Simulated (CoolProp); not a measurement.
A simple Rankine cycle with m-xylene: condensing at 319.15 K, boiler at 0.259 MPa, turbine inlet 466 K, turbine efficiency 0.65, pump efficiency 0.7, no recuperator. Each further row changes one setting.

The numbers come from the reference Helmholtz-energy equation of state, Zhou 2012 in CoolProp.

| case | thermal efficiency (%) | net work (kJ/kg) | heat in (kJ/kg) | turbine exit temperature (K) | volume ratio over the turbine |
|---|---|---|---|---|---|
| as stated | 14.8 | 90.1 | 609 | 407.4 | 71.2 |
| turbine inlet 486 K | 14.7 | 94.8 | 646 | 427.6 | 70.8 |
| condensing temperature 311.15 K | 15.7 | 97.8 | 623 | 402.6 | 106 |
| boiler pressure 0.181 MPa | 13.8 | 84.1 | 612 | 413.1 | 49.2 |
| turbine efficiency 0.55 | 12.5 | 76.2 | 609 | 416.0 | 72.7 |
